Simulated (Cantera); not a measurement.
**Pyrogenic steam for wet oxidation**

A perfectly stirred reactor is fed with 44.9 % H₂, 29.9 % O₂, 25.1 % N₂, equivalence ratio 0.75, at 100.0 Torr; it is held at 1123 K, and followed from long to short residence time.

Cantera simulation using the H2/O2 subset of GRI-Mech 3.0, which has no nitrogen chemistry; the numbers are that mechanism's predictions, not measurements. The temperature is held fixed by assumption; the heat of reaction is taken as removed at once.

```
τ (s)      x H₂    x O₂  x H₂O   x H₂O₂    x HO₂      x OH       x O
------  -------  ------  -----  -------  -------  --------  --------
0.57    0.00133  0.0969  0.577  2.57e-6  1.90e-5  0.000453  0.000110
0.23    0.00237  0.0973  0.575  3.35e-6  2.51e-5  0.000626  0.000208
0.096   0.00407  0.0980  0.573  4.07e-6  3.08e-5  0.000860  0.000378
0.039   0.00704  0.0992  0.568  4.68e-6  3.59e-5   0.00120  0.000689
0.016    0.0119   0.101  0.560  5.06e-6  3.99e-5   0.00167   0.00122
0.0065   0.0199   0.105  0.546  5.17e-6  4.33e-5   0.00232   0.00214
0.0027   0.0322   0.110  0.523  5.01e-6  4.59e-5   0.00316   0.00361
```
x: mole fraction; the columns are a selection and need not sum to one.
